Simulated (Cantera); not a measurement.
What does this Cantera script print?

```python
import numpy as np
import cantera as ct

gas = ct.Solution("gri30.yaml")
gas.TPX = 1673, 2100, {'C2H6': 1, 'N2': 4.6, 'H2O': 0.02}
inlet = ct.Reservoir(gas, clone=True)

reactor = ct.IdealGasConstPressureReactor(gas, energy="off", clone=False)
exhaust = ct.Reservoir(gas, clone=True)
tau = [3.6, 1.7, 0.84, 0.4, 0.19, 0.093, 0.045, 0.021, 0.01, 0.0049][0]
for a, b in ((inlet, reactor), (reactor, exhaust)):
    ct.MassFlowController(a, b, mdot=lambda t: reactor.mass / tau)
net = ct.ReactorNet([reactor])
show = ['C2H6', 'HCN', 'H', 'C2H', 'CH3', 'C2H2', 'CH2']

rows = []
print(f"{'tau/s':>10s}{'T/K':>9s}" + "".join(f"{s:>11s}" for s in show))
for tau in [3.6, 1.7, 0.84, 0.4, 0.19, 0.093, 0.045, 0.021, 0.01, 0.0049]:
    net.initial_time = 0.0
    net.advance(30 * tau)
    before = gas.X
    net.advance(40 * tau)
    drift = np.max(np.abs(gas.X - before) / (gas.X + 1e-9))
    rows.append([gas.T, *gas[show].X, drift])
    print(f"{tau:10.3e}{gas.T:9.1f}" + "".join(f"{x:11.3e}" for x in gas[show].X))
```

Output:

```
     tau/s      T/K       C2H6        HCN          H        C2H        CH3       C2H2        CH2
 3.600e+00   1673.0  1.854e-05  3.681e-05  6.427e-04  1.579e-06  4.855e-04  1.264e-01  1.114e-06
 1.700e+00   1673.0  3.735e-05  2.828e-05  6.909e-04  1.714e-06  7.006e-04  1.253e-01  1.682e-06
 8.400e-01   1673.0  7.240e-05  2.157e-05  7.341e-04  1.840e-06  9.880e-04  1.239e-01  2.434e-06
 4.000e-01   1673.0  1.457e-04  1.586e-05  7.779e-04  1.974e-06  1.416e-03  1.216e-01  3.527e-06
 1.900e-01   1673.0  2.943e-04  1.145e-05  8.215e-04  2.113e-06  2.027e-03  1.184e-01  5.027e-06
 9.300e-02   1673.0  5.775e-04  8.273e-06  8.642e-04  2.254e-06  2.849e-03  1.142e-01  6.960e-06
 4.500e-02   1673.0  1.144e-03  5.896e-06  9.085e-04  2.399e-06  4.010e-03  1.082e-01  9.557e-06
 2.100e-02   1673.0  2.338e-03  4.113e-06  9.540e-04  2.537e-06  5.711e-03  9.966e-02  1.317e-05
 1.000e-02   1673.0  4.679e-03  2.896e-06  9.924e-04  2.616e-06  8.015e-03  8.825e-02  1.780e-05
 4.900e-03   1673.0  9.083e-03  2.071e-06  1.015e-03  2.567e-06  1.104e-02  7.376e-02  2.350e-05
```

Detailed kinetics in Cantera: GRI-Mech 3.0 (53 species, 325 reactions). GRI-Mech 3.0 stops at C3 and has no aromatics, soot or wall deposition, so with more carbon than oxygen in the feed, carbon stays in small species such as C2H2 where larger ones or solid carbon would form. Radical loss at walls, strong at low pressure, is not modelled.
